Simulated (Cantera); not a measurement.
## Premixed flame

A freely propagating, adiabatic, planar premixed flame of H2 : O2 : N2 = 1 : 0.5 : 2.3 (molar parts), unburnt at 675 K and 5330 Torr; mixture-averaged transport, grid criteria slope 0.08 and curve 0.16, no radiation.

Cantera simulation using the H2/O2 subset of GRI-Mech 3.0, which has no nitrogen chemistry; the numbers are that mechanism's predictions, not measurements. The hydrogen kinetics of GRI-Mech 3.0 are dated; newer H2 mechanisms differ, most at raised pressure. Burning velocities carry a grid error of a few per cent, more on coarse grids.

```json
[
 {"z (mm)": "-0.129", "T (K)": "675", "u (m/s)": "6.59", "x H2": "0.263", "x O2": "0.132", "x O": "<1e-8", "x HO2": "<1e-8", "x H": "<1e-8", "x H2O": "<1e-8"},
 {"z (mm)": "-0.0857", "T (K)": "675", "u (m/s)": "6.59", "x H2": "0.263", "x O2": "0.132", "x O": "<1e-8", "x HO2": "<1e-8", "x H": "<1e-8", "x H2O": "5.71e-8"},
 {"z (mm)": "-0.0643", "T (K)": "675", "u (m/s)": "6.59", "x H2": "0.263", "x O2": "0.132", "x O": "<1e-8", "x HO2": "1.68e-7", "x H": "<1e-8", "x H2O": "1.06e-6"},
 {"z (mm)": "-0.0429", "T (K)": "676", "u (m/s)": "6.59", "x H2": "0.261", "x O2": "0.132", "x O": "2.39e-8", "x HO2": "2.99e-6", "x H": "<1e-8", "x H2O": "1.46e-5"},
 {"z (mm)": "-0.0214", "T (K)": "718", "u (m/s)": "6.86", "x H2": "0.244", "x O2": "0.134", "x O": "1.02e-5", "x HO2": "0.000507", "x H": "5.89e-5", "x H2O": "0.00245"},
 {"z (mm)": "-0.0107", "T (K)": "974", "u (m/s)": "9.01", "x H2": "0.201", "x O2": "0.126", "x O": "0.000329", "x HO2": "0.000803", "x H": "0.00232", "x H2O": "0.0297"},
 {"z (mm)": "0", "T (K)": "1414", "u (m/s)": "12.7", "x H2": "0.128", "x O2": "0.0918", "x O": "0.00278", "x HO2": "0.000399", "x H": "0.0132", "x H2O": "0.106"},
 {"z (mm)": "0.0107", "T (K)": "1735", "u (m/s)": "15.4", "x H2": "0.0689", "x O2": "0.0501", "x O": "0.00567", "x HO2": "0.000183", "x H": "0.0227", "x H2O": "0.181"},
 {"z (mm)": "0.0214", "T (K)": "1909", "u (m/s)": "16.9", "x H2": "0.0449", "x O2": "0.0298", "x O": "0.00642", "x HO2": "9.28e-5", "x H": "0.0229", "x H2O": "0.215"},
 {"z (mm)": "0.0429", "T (K)": "2082", "u (m/s)": "18.2", "x H2": "0.0336", "x O2": "0.0191", "x O": "0.00540", "x HO2": "4.59e-5", "x H": "0.0168", "x H2O": "0.237"},
 {"z (mm)": "0.0857", "T (K)": "2229", "u (m/s)": "19.4", "x H2": "0.0276", "x O2": "0.0144", "x O": "0.00340", "x HO2": "2.47e-5", "x H": "0.00989", "x H2O": "0.251"},
 {"z (mm)": "0.171", "T (K)": "2342", "u (m/s)": "20.2", "x H2": "0.0214", "x O2": "0.0109", "x O": "0.00190", "x HO2": "1.28e-5", "x H": "0.00526", "x H2O": "0.264"},
 {"z (mm)": "0.343", "T (K)": "2416", "u (m/s)": "20.7", "x H2": "0.0160", "x O2": "0.00834", "x O": "0.00105", "x HO2": "6.83e-6", "x H": "0.00277", "x H2O": "0.274"}
]
```
x: mole fraction of selected species; z is measured from the peak of heat release.

- laminar burning velocity: 659 cm/s
- thermal thickness: 0.0429 mm
- peak x(O): 0.00643
- peak x(HO2): 0.000930
- peak x(H): 0.0237
- grid points: 113
